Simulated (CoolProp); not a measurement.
C2F6 (R116) along the isobar 6.7 MPa: fugacity coefficient from the reference equation and from simpler models built on Tc = 19.9 °C, pc = 3.048 MPa, ω = 0.257; each cubic takes its own stable root.

Values from CoolProp's reference Helmholtz-energy equation of state, Lemmon 2006. It is a short technical equation, of lower accuracy than the large ones.

```tsv
T (°C)	phase	reference	Redlich-Kwong	Soave-Redlich-Kwong	Peng-Robinson
5.35	liquid	0.2898	0.3130	0.2998	0.2828
19.95	supercritical	0.3707	0.3826	0.3827	0.3612
34.65	supercritical	0.4545	0.4524	0.4673	0.4413
49.25	supercritical	0.5344	0.5181	0.5464	0.5163
63.95	supercritical	0.6052	0.5778	0.6161	0.5827
78.55	supercritical	0.6638	0.6292	0.6744	0.6387
93.25	supercritical	0.7129	0.6734	0.7240	0.6868
107.85	supercritical	0.7540	0.7110	0.7659	0.7279
122.55	supercritical	0.7894	0.7438	0.8022	0.7639
137.15	supercritical	0.8196	0.7721	0.8334	0.7951
151.85	supercritical	0.8461	0.7970	0.8606	0.8226
```
